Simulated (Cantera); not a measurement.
A perfectly stirred reactor is fed with C3H8 : O2 : N2 = 1 : 4.17 : 15.7 (molar parts), equivalence ratio 1.2, at 5.00 bar; it is adiabatic with a 800 K inlet, and is followed from long to short residence time, starting on the burning branch (τ in s: 0.39, 0.16, 0.066, 0.027, 0.011, 0.0046, 0.0019, 0.00077, 0.00032, 0.00013, 5.3e-05).

Cantera simulation using GRI-Mech 3.0 (53 species, 325 reactions); the numbers are that mechanism's predictions, not measurements. GRI-Mech 3.0 was tuned for natural gas; its chemistry of propane as a main component is partial and can be far from experiment.

### Question
What does this change do: pressure from 5.00 bar to 14.0 bar?

### Answer
```csv
quantity,before,after
"blow-out, bracketed by the residence times tried","burning at 53.0 µs, the shortest tried","burning at 53.0 µs, the shortest tried"
x(C3H8) at τ = 0.390 s,6.43e-9,3.34e-9
x(O2) at τ = 0.390 s,0.000707,0.000328
x(CH2O) at τ = 0.390 s,2.40e-8,1.82e-8
x(OH) at τ = 0.390 s,0.00329,0.00224
x(CO2) at τ = 0.390 s,0.0741,0.0751
x(C3H8) at τ = 4.60 ms,4.77e-7,2.65e-7
x(O2) at τ = 4.60 ms,0.00125,0.000509
x(CH2O) at τ = 4.60 ms,1.44e-6,9.20e-7
x(OH) at τ = 4.60 ms,0.00409,0.00254
x(CO2) at τ = 4.60 ms,0.0733,0.0748
```
The pressure lies above the range GRI-Mech 3.0 was tuned for (to about 10 atm).

### Question
What does this change do: 0.65 parts H2 added?

### Answer
| quantity | before | after |
|---|---|---|
| blow-out, bracketed by the residence times tried | burning at 53.0 µs, the shortest tried | burning at 53.0 µs, the shortest tried |
| x(C3H8) at τ = 0.390 s | 6.43e-9 | 6.69e-9 |
| x(O2) at τ = 0.390 s | 0.000707 | 0.000231 |
| x(CH2O) at τ = 0.390 s | 2.40e-8 | 2.91e-8 |
| x(OH) at τ = 0.390 s | 0.00329 | 0.00235 |
| x(CO2) at τ = 0.390 s | 0.0741 | 0.0591 |
| x(C3H8) at τ = 4.60 ms | 4.77e-7 | 4.80e-7 |
| x(O2) at τ = 4.60 ms | 0.00125 | 0.000530 |
| x(CH2O) at τ = 4.60 ms | 1.44e-6 | 1.53e-6 |
| x(OH) at τ = 4.60 ms | 0.00409 | 0.00311 |
| x(CO2) at τ = 4.60 ms | 0.0733 | 0.0587 |
